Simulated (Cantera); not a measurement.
A perfectly stirred reactor is fed with 1.35 % CH₂O, 1.93 % O₂, 96.7 % N₂, at 2.50 bar; it is held at 1075 K, and followed from long to short residence time.

Cantera simulation using GRI-Mech 3.0 (53 species, 325 reactions); the numbers are that mechanism's predictions, not measurements.

Question: Predict: x(CH₂O) at τ = 0.370 s; x(O₂) at τ = 0.370 s; x(CH₂O) at τ = 32.0 ms; x(O₂) at τ = 32.0 ms.

Answer: 
```
Property                   Value
----------------------  --------
x(CH₂O) at τ = 0.370 s   9.96e-5
x(O₂) at τ = 0.370 s     0.00886
x(CH₂O) at τ = 32.0 ms  0.000945
x(O₂) at τ = 32.0 ms      0.0130
```
